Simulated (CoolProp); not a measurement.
Dodecamethylcyclohexasiloxane (D6) along the isotherm 573.6 K: Z from the reference equation and from simpler models built on Tc = 645.8 K, pc = 961.4 kPa, ω = 0.736; each cubic takes its own stable root.

The numbers come from the reference Helmholtz-energy equation of state, Colonna 2008 in CoolProp. It is a short technical equation, of lower accuracy than the large ones.

| p (kPa) | phase | reference |
|---|---|---|
| 320 | liquid | 0.04875 |
| 641 | liquid | 0.09648 |
| 961 | liquid | 0.1431 |
| 1280 | liquid | 0.1887 |
| 1600 | liquid | 0.2338 |
| 1920 | liquid | 0.2782 |
| 2240 | liquid | 0.3221 |
| 2560 | liquid | 0.3655 |
| 2880 | liquid | 0.4084 |
| 3200 | liquid | 0.4509 |
| 3530 | liquid | 0.4943 |
| 3850 | liquid | 0.5360 |
| 4170 | liquid | 0.5773 |
| 4490 | liquid | 0.6184 |
| 4810 | liquid | 0.6591 |

Q: How far does each simpler model (Redlich-Kwong, Peng-Robinson) lie from the reference over these 15 states: mean and median of the absolute difference, and the worst?

A: 
- Redlich-Kwong: mean 118.0 %, median 13.2 %, worst +1573.6 % at 573.6 K and 320 kPa
- Peng-Robinson: mean 5.4 %, median 5.7 %, worst -6.6 % at 573.6 K and 4810 kPa

At some of these states Redlich-Kwong gives the other phase, because its saturation line lies elsewhere.
